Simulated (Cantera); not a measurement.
Feed: 1 mol CH₃SiCl₃, 0.56 mol C₂H₄, 1100 mol H₂, held at 2173 K and 1.50 Torr.

These are equilibrium values from Cantera (NASA tables, ideal gas, pure condensed phases), not measurements of a reactor. Candidate condensed phases: C, C₆H₆, C₇H₈, C₈H₁₈, Si, SiC; 109 gas species. The feed counts by its element totals alone. Equilibrium is a limit: real reactors are often held back by kinetics, nucleation or transport.

Base state: H₂ 0.894, H 0.102, HCl 0.00238, C₂H₂ (acetylene) 0.000873, Si 0.000806, Cl 0.000198, SiC₂ 3.09e-5, SiH 1.59e-5 (mole fractions); condensed: gas only.

**Question.** What changes in the equilibrium state with this change: temperature from 2173 K to 1873.15 K?

**Answer.** 
```csv
species,before,after
H₂,0.894,0.983
H,0.102,0.0143
HCl,0.00238,0.00267
Si,0.000806,0.000147
SiC₂,3.09e-5,3.22e-6
Cl,0.000198,2.94e-5
"C(graphite), mol",0,0.608
"SiC(s), mol",0,0.818
```

**Question.** What changes in the equilibrium state with this change: CH₃SiCl₃ replaced by SiF₄?

**Answer.** 
```
species             before     after
----------------  --------  --------
H₂                   0.894     0.893
H                    0.102     0.102
HF                       0   0.00342
HCl                0.00238         0
C₂H₂ (acetylene)  0.000873  0.000462
Si                0.000806  0.000805
Cl                0.000198         0
SiF                      0   1.48e-5
SiC₂               3.09e-5   1.63e-5
SiH                1.59e-5   1.59e-5
```
The tables' values for SiF are old estimates; treat these amounts as uncertain.
